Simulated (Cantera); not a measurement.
A perfectly stirred reactor is fed with NO : N2 = 1 : 0.34 (molar parts), at 0.0133 bar; it is held at 2050 K, and followed from long to short residence time.

Cantera simulation using GRI-Mech 3.0 (53 species, 325 reactions); the numbers are that mechanism's predictions, not measurements. Radical loss at walls, strong at low pressure, is not modelled.

### Question
What does this change do: temperature 2050 to 2198 K?

### Answer
| quantity | before | after |
|---|---|---|
| x(NO) at τ = 1.70 s | 0.593 | 0.289 |
| x(O) at τ = 1.70 s | 0.00261 | 0.0107 |
| x(N2) at τ = 1.70 s | 0.329 | 0.479 |
| x(N2O) at τ = 1.70 s | 8.99e-5 | 1.53e-5 |
| x(NO2) at τ = 1.70 s | 6.15e-5 | 4.44e-5 |
| x(NO) at τ = 21.0 ms | 0.745 | 0.743 |
| x(O) at τ = 21.0 ms | 0.000326 | 0.000957 |
| x(N2) at τ = 21.0 ms | 0.254 | 0.255 |
| x(N2O) at τ = 21.0 ms | 0.000125 | 0.000182 |
| x(NO2) at τ = 21.0 ms | 7.82e-6 | 8.04e-6 |
